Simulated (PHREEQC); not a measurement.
Consider water at 35 °C with 0.0052 mol/kgw KHCO3. Closed to the air; pH follows from the charge balance.

All values are PHREEQC results (ion-association model, phreeqc.dat), not measurements.

pH: 8.20
ionic strength: 0.00526 mol/kgw
specific conductance: 722 µS/cm
total alkalinity: 5.20 meq/kg

```
species  molality  activity   log γ
-------  --------  --------  ------
K+        0.00520   0.00480  -0.035
HCO3-     0.00508   0.00471  -0.033
CO2       6.05e-5   6.05e-5   0.001
CO3-2     5.69e-5   4.18e-5  -0.133
OH-       3.60e-6   3.32e-6  -0.035
H+        6.76e-9   6.30e-9  -0.031
```

No solid was allowed to form. Complexes and solids missing from the database can't appear.
